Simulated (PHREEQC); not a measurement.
Hard or scaling water: speciation

Dissolve 0.0015 mol CaSO4, 0.012 mol Na2HPO4 and 0.77 mol KCl per kg of water at 20 °C. Closed to the air; pH follows from the charge balance.

Model: ion-association model, wateq4f.dat, run in PHREEQC.

Each row changes one thing in this solution. This is a speciation only: nothing precipitates in the calculation.

```csv
case,pH,ionic strength (mol/kgw),HPO4-2 (mol/kgw),H2PO4- (mol/kgw),NaHPO4- (mol/kgw),PO4-3 (mol/kgw)
as made,8.36,0.804,0.00906,0.000181,8.28e-5,7.00e-6
CaSO4 from 0.0015 to 0.00135 mol/kgw,(withheld),0.804,0.00909,0.000172,8.31e-5,7.40e-6
CaSO4 left out,9.00,(withheld),0.00944,4.30e-5,8.64e-5,3.19e-5
KCl from 0.77 to 0.385 mol/kgw,8.37,(withheld),0.00962,0.000223,0.000105,5.75e-6
Na2HPO4 from 0.012 to 0.0024 mol/kgw,8.30,0.780,0.00180,4.12e-5,3.33e-6,1.21e-6
0.071 mol/kgw NaCl added,8.36,0.875,0.00895,0.000176,0.000317,7.12e-6
KCl left out,8.41,0.0368,0.0103,0.000402,0.000241,2.52e-6
KCl from 0.77 to 1.16 mol/kgw,(withheld),(withheld),0.00859,0.000161,7.26e-5,7.53e-6
CaSO4 from 0.0015 to 0.00075 mol/kgw,8.51,0.802,0.00922,0.000131,8.43e-5,1.00e-5
```

Problem. Fill in the missing entries.

Solution. 
- CaSO4 from 0.0015 to 0.00135 mol/kgw, pH: 8.38
- CaSO4 left out, ionic strength (mol/kgw): 0.801
- KCl from 0.77 to 0.385 mol/kgw, ionic strength (mol/kgw): 0.420
- KCl from 0.77 to 1.16 mol/kgw, pH: 8.34
- KCl from 0.77 to 1.16 mol/kgw, ionic strength (mol/kgw): 1.19

The ionic strength passes 0.7 mol/kgw, the rough limit of the ion-association models, in as made; CaSO4 from 0.0015 to 0.00135 mol/kgw; CaSO4 left out; Na2HPO4 from 0.012 to 0.0024 mol/kgw; 0.071 mol/kgw NaCl added; KCl from 0.77 to 1.16 mol/kgw; CaSO4 from 0.0015 to 0.00075 mol/kgw. Some of these states are supersaturated (in Hydroxyapatite, for instance). H3PO4, which wateq4f.dat lacks, is added to it with the constant of phreeqc.dat.
